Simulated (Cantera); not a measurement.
A perfectly stirred reactor is fed with 28.4 % H2, 45.9 % O2, 25.7 % N2, at 0.200 bar; it is held at 1300 K, and followed from long to short residence time.

Cantera simulation using the H2/O2 subset of GRI-Mech 3.0, which has no nitrogen chemistry; the numbers are that mechanism's predictions, not measurements. The temperature is held fixed by assumption; the heat of reaction is taken as removed at once.

x: mole fraction; the columns are a selection and need not sum to one.

| τ (s) | x H2 | x O2 | x H | x H2O2 | x OH | x HO2 |
|---|---|---|---|---|---|---|
| 2.9 | 7.06e-5 | 0.369 | 2.29e-6 | [?] | 0.000435 | 2.70e-6 |
| 0.97 | 0.000146 | 0.369 | 6.94e-6 | [?] | 0.000627 | 5.27e-6 |
| 0.32 | 0.000303 | 0.369 | 2.13e-5 | [?] | 0.000908 | 1.00e-5 |
| 0.10 | 0.000648 | 0.368 | 6.90e-5 | [?] | 0.00134 | 1.86e-5 |
| 0.034 | 0.00130 | 0.368 | 0.000204 | [?] | 0.00193 | 3.06e-5 |
| 0.011 | 0.00264 | 0.367 | 0.000629 | [?] | 0.00285 | 4.65e-5 |
| 0.0037 | 0.00514 | 0.366 | 0.00185 | [?] | 0.00417 | 6.27e-5 |
| 0.0012 | 0.0100 | 0.364 | 0.00551 | [?] | 0.00619 | 7.67e-5 |
| 0.00039 | 0.0190 | 0.361 | 0.0155 | [?] | 0.00899 | 8.41e-5 |

Problem. Complete the blanks.

Solution. 
- 2.9, x H2O2: 3.26e-7
- 0.97, x H2O2: 5.28e-7
- 0.32, x H2O2: 8.35e-7
- 0.10, x H2O2: 1.31e-6
- 0.034, x H2O2: 1.92e-6
- 0.011, x H2O2: 2.77e-6
- 0.0037, x H2O2: 3.78e-6
- 0.0012, x H2O2: 4.89e-6
- 0.00039, x H2O2: 5.74e-6
